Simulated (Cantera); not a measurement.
Feed: 1 mol Fe2O3, 1.2 mol C, 1 mol H2, equilibrated at 0.570 Torr.

Cantera equilibrium calculation (NASA polynomials, part measured and part estimated; ideal gas, pure solids and liquids). Candidate condensed phases: C, C6H6, C7H8, C8H18, Fe, Fe(CO)5, FeO, Fe(OH)2, Fe(OH)3, Fe2O3, Fe3O4, H2O; 114 gas species. Each liquid is taken as pure. Mutual solubility and eutectic melting of coexisting phases are not modelled. The tables' stoichiometric FeO is somewhat more stable than real wüstite, so its field is too wide. FeO: taken at fixed stoichiometry. The numbers say what is thermodynamically allowed, not how fast it happens.

Task: What share of the Fe ends up in condensed phases as a function of T (°C), at 1600, 1650, 1700, 1750, 1800, 1850, 1900?

Result: 
```csv
T (°C),Fe condensed (%),as
1600,87.0,Fe(l) + FeO(l)
1650,72.8,Fe(l) + FeO(l)
1700,62.3,FeO(l)
1750,53.6,FeO(l)
1800,43.4,FeO(l)
1850,30.6,FeO(l)
1900,10.5,FeO(l)
```
